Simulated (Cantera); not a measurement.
Charge: 1 mol Cu2O, 46 mol H2, 0.049 mol H2O, held at 0.000440 bar.

These are equilibrium values from Cantera (NASA tables, ideal gas, pure condensed phases), not measurements of a reactor. Candidate condensed phases: Cu, CuO, Cu(OH)2, Cu2O, H2O; 12 gas species. Equilibrium is a limit: real reactors are often held back by kinetics, nucleation or transport.

x: gas mole fraction; n: condensed amount in mol.

```
T (°C)   x H2    x Cu   x H2O       x H  x Cu2     x OH  n Cu(l)
------  -----  ------  ------  --------  -----  -------  -------
1202    0.965  0.0122  0.0225  0.000607      …  3.71e-7     1.43
1227    0.958  0.0187  0.0223  0.000821      …  5.47e-7     1.12
1252    0.948  0.0283  0.0221   0.00110      …  7.95e-7    0.658
1277    0.935  0.0416  0.0218   0.00145      …  1.14e-6        0
1302    0.935  0.0416  0.0218   0.00192      …  1.62e-6        0
1327    0.934  0.0415  0.0218   0.00251      …  2.29e-6        0
1352    0.933  0.0415  0.0218   0.00325      …  3.19e-6        0
1377    0.933  0.0415  0.0218   0.00418      …  4.41e-6        0
1402    0.931  0.0415  0.0218   0.00534      …  6.04e-6        0
1427    0.930  0.0415  0.0217   0.00677      …  8.19e-6        0
1452    0.928  0.0414  0.0217   0.00853      …  1.10e-5        0
1477    0.926  0.0414  0.0217    0.0107      …  1.47e-5        0
1502    0.924  0.0413  0.0217    0.0133      …  1.94e-5        0
```

Q: What belongs in the gaps?

A: 
- 1202, x Cu2: 4.05e-6
- 1227, x Cu2: 7.32e-6
- 1252, x Cu2: 1.30e-5
- 1277, x Cu2: 2.19e-5
- 1302, x Cu2: 1.72e-5
- 1327, x Cu2: 1.37e-5
- 1352, x Cu2: 1.09e-5
- 1377, x Cu2: 8.77e-6
- 1402, x Cu2: 7.09e-6
- 1427, x Cu2: 5.76e-6
- 1452, x Cu2: 4.71e-6
- 1477, x Cu2: 3.87e-6
- 1502, x Cu2: 3.20e-6
